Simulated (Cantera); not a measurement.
Input (Python, Cantera) and output of one run.

```python
import numpy as np
import cantera as ct

gas_names = """
    C CO CO2 C2 C2O C3 C3O2 C4 C5 O O2 O3 Si SiC SiC2 SiO SiO2 Si2 Si2C Si3
""".split()
cond_names = """
    C(gr) Si(cr) Si(L) SiC(b) SiO2(Lqz) SiO2(hqz) SiO2(L)
""".split()


def load(file, names, dense=False):
    # The tables refer to 1 bar. Condensed volumes are neglected.
    table = {s.name: s for s in ct.Species.list_from_file(file)}
    out = []
    for n in names:
        d = dict(table[n].input_data)
        d["thermo"] = dict(d["thermo"], **{"reference-pressure": 1e5})
        if dense:
            d["equation-of-state"] = {"model": "constant-volume", "density": "1e6 g/cm^3"}
        out.append(ct.Species.from_dict(d))
    return out


gas = ct.Solution(thermo="ideal-gas", species=load("nasa_gas.yaml", gas_names))
cond = {s.name: ct.Solution(thermo="fixed-stoichiometry", species=[s], name=s.name)
        for s in load("nasa_condensed.yaml", cond_names, dense=True)}
atoms = {
    'Si': {'Si': 1},
    'CO': {'C': 1, 'O': 1},
}
top_T = {'C(gr)': 4500, 'SiC(b)': 3050}  # K; cautious upper limits of use, not melting points


def equilibrate(T, P, feed):
    n = {}
    for name, mol in feed.items():
        for a, k in atoms[name].items():
            n[a] = n.get(a, 0.0) + k * mol
    gas.TPX = T, P, n
    mass = sum(n.values()) * gas.mean_molecular_weight
    gas.equilibrate("TP")
    valid = [c for c in cond.values() if c.min_temp <= T <= top_T.get(c.name, c.max_temp)]
    mix = ct.Mixture([(gas, mass / gas.mean_molecular_weight)] + [(c, 0.0) for c in valid])
    mix.T, mix.P = T, P
    mix.equilibrate("TP", solver="vcs", rtol=1e-11, max_steps=5000)
    return mix


results = []
feed = {'Si': 1, 'CO': 27}  # mol
T = 650  # K
P = 1000  # Pa
mix = equilibrate(T, P, feed)
results.append((T, P, feed, dict(zip(mix.species_names, mix.species_moles))))
x = sorted(zip(gas.X, gas.species_names), reverse=True)
print(f"T = {T:g} K  P = {P:g} Pa  gas = {mix.phase_moles(0):.4g} mol")
print("   x: " + "  ".join(f"{s} {v:.3e}" for v, s in x if v > 0.0001))
print("   condensed (mol): " + ("  ".join(f"{mix.phase(i).name} {mix.phase_moles(i):.4g}"
      for i in range(1, mix.n_phases) if mix.phase_moles(i) > 1e-12) or "none"))
```

Output:

```
T = 650 K  P = 1000 Pa  gas = 12.81 mol
   x: CO2 9.511e-01  CO 4.891e-02
   condensed (mol): C(gr) 14.19  SiO2(Lqz) 1
```

Cantera equilibrium calculation (NASA polynomials, part measured and part estimated; ideal gas, pure solids and liquids).
